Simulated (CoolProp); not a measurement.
Vapour-liquid equilibrium of R227EA (1) + isobutane (2) at 339.1 K; x and y are mole fractions of (1).

Model: multi-fluid Helmholtz-energy mixture model, Lemmon 2016 and Bücker 2006; pair parameters Bell 2016, in CoolProp.

```
x     bubble pressure (MPa)  y at the bubble point  dew pressure at overall composition x (MPa)  liquid density (mol/L)
----  ---------------------  ---------------------  -------------------------------------------  ----------------------
0.05                  1.122                  0.129                                        1.041                   8.332
0.2                   1.369                  0.338                                        1.201                   7.881
0.35                  1.495                  0.453                                        1.383                   7.489
0.5                   1.558                  0.544                                        1.534                   7.187
0.65                  1.573                  0.640                                        1.572                   6.996
0.8                   1.531                  0.759                                        1.507                   6.917
0.95                  1.414                  0.926                                        1.395                   6.925
```

y crosses x between x = 0.5 and 0.65: the model has an azeotrope there.

The pair parameters rest on a limited set of measurements; away from them the model extrapolates.
